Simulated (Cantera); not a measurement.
A closed system holds: 1 mol CCl4, equilibrated at 1.60 mbar.

Cantera equilibrium calculation (NASA polynomials, part measured and part estimated; ideal gas, pure solids and liquids). Candidate condensed phases: C; 14 gas species. The tables' values for CCl are old estimates; treat these amounts as uncertain. Rates play no part.

Problem. At 2898 K, list the 5 most abundant gas species with their mole fractions, and the condensed phases.

Solution. Cl 0.918, C3 0.0632, C 0.0116, C2 0.00629, C5 0.000840. Condensed: C(graphite).
